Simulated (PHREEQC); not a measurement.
Make-up at 56 °C: 0.0046 mol H2SeO4 and 0.0027 mol CaCl2 per kg of water. Closed to the air; pH follows from the charge balance.

Computed with PHREEQC (ion-association model, wateq4f.dat).

### Question
The ionic strength comes out as 0.0191 mol/kgw. What activity coefficients do SeO4-2, H+, HSeO4-, Cl-, Ca+2 get?

### Answer
SeO4-2 0.56, H+ 0.89, HSeO4- 0.86, Cl- 0.86, Ca+2 0.58.

This is a speciation only: nothing precipitates in the calculation. Complexes and solids missing from the database can't appear. Away from 25 °C the constants follow the database's enthalpies or fits; those with neither stay at their 25 °C values.
